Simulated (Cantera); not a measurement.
What does this Cantera script print?

```python
import numpy as np
import cantera as ct

gas = ct.Solution("h2o2.yaml")
gas.TPX = 1200, 130, {'H2': 0.24, 'O2': 1, 'H2O': 0.031}
reactor = ct.IdealGasConstPressureReactor(gas, energy="off", clone=False)
net = ct.ReactorNet([reactor])
net.rtol, net.atol = 1e-08, 1e-18
show = ['H2', 'O2', 'H', 'OH', 'O', 'HO2', 'H2O2']
times = np.geomspace(5e-05, 10, 15)

steps = ct.SolutionArray(gas, extra=["t"])
rows = []
print(f"{'t/s':>10s}{'T/K':>9s}{'P/Pa':>11s}" + "".join(f"{s:>11s}" for s in show))
for t in times:
    while net.time < t:
        t_next = net.step()
        steps.append(gas.state, t=t_next)
    rows.append([np.interp(t, steps.t, y) for y in (steps.T, steps.P, *steps(*show).X.T)])
    print(f"{t:10.3e}{rows[-1][0]:9.1f}{rows[-1][1]:11.4g}" + "".join(f"{x:11.3e}" for x in rows[-1][2:]))
rate = np.gradient(steps.T, steps.t)
print("integrator steps:", len(steps.t))
if steps.T.max() > steps.T[0] + 200:
    print(f"time of steepest temperature rise: {steps.t[rate.argmax()]:.4e} s")
gas.TPX = 1200, 130, {'H2': 0.24, 'O2': 1, 'H2O': 0.031}
gas.equilibrate("TP")
print(f"equilibrium (TP): T = {gas.T:.1f} K  " + "  ".join(f"{s} {gas[s].X[0]:.3e}" for s in show))
```

It prints:

```
       t/s      T/K       P/Pa         H2         O2          H         OH          O        HO2       H2O2
 5.000e-05   1200.0        130  1.888e-01  7.868e-01  6.387e-10  2.849e-11  2.924e-11  6.658e-10  2.507e-14
 1.196e-04   1200.0        130  1.888e-01  7.868e-01  1.468e-09  1.426e-10  1.564e-10  1.592e-09  1.428e-13
 2.859e-04   1200.0        130  1.888e-01  7.868e-01  3.389e-09  6.461e-10  7.953e-10  3.807e-09  8.149e-13
 6.838e-04   1200.0        130  1.888e-01  7.868e-01  9.065e-09  2.754e-09  3.973e-09  9.102e-09  4.653e-12
 1.635e-03   1200.0        130  1.888e-01  7.868e-01  4.268e-08  1.619e-08  2.606e-08  2.176e-08  2.652e-11
 3.910e-03   1200.0        130  1.888e-01  7.868e-01  9.958e-07  3.983e-07  6.585e-07  5.233e-08  1.508e-10
 9.351e-03   1200.0        130  1.853e-01  7.847e-01  1.507e-03  5.962e-04  9.961e-04  3.852e-07  1.349e-09
 2.236e-02   1200.0        130  9.485e-03  6.760e-01  6.711e-02  9.896e-03  7.205e-02  8.520e-07  2.896e-08
 5.347e-02   1200.0        130  9.010e-03  6.777e-01  6.457e-02  9.688e-03  7.117e-02  8.574e-07  2.864e-08
 1.279e-01   1200.0        130  8.654e-03  6.829e-01  5.946e-02  9.531e-03  6.713e-02  8.721e-07  2.986e-08
 3.058e-01   1200.0        130  7.796e-03  6.944e-01  4.855e-02  9.120e-03  5.824e-02  9.017e-07  3.265e-08
 7.312e-01   1200.0        130  5.867e-03  7.159e-01  2.931e-02  8.031e-03  4.118e-02  9.406e-07  3.817e-08
 1.749e+00   1200.0        130  2.803e-03  7.432e-01  8.910e-03  5.651e-03  1.847e-02  8.980e-07  4.373e-08
 4.182e+00   1200.0        130  6.662e-04  7.593e-01  9.930e-04  2.781e-03  4.273e-03  5.943e-07  3.582e-08
 1.000e+01   1200.0        130  1.101e-04  7.634e-01  6.621e-05  1.134e-03  7.027e-04  2.191e-07  1.835e-08
integrator steps: 1282
equilibrium (TP): T = 1200.0 K  H2 9.552e-08  O2 7.645e-01  H 1.703e-09  OH 3.352e-05  O 6.117e-07  HO2 1.030e-08  H2O2 1.778e-10
```

Detailed kinetics in Cantera: the H2/O2 subset of GRI-Mech 3.0, which has no nitrogen chemistry. Radical loss at walls, strong at low pressure, is not modelled. The temperature is held fixed by assumption; the heat of reaction is taken as removed at once.
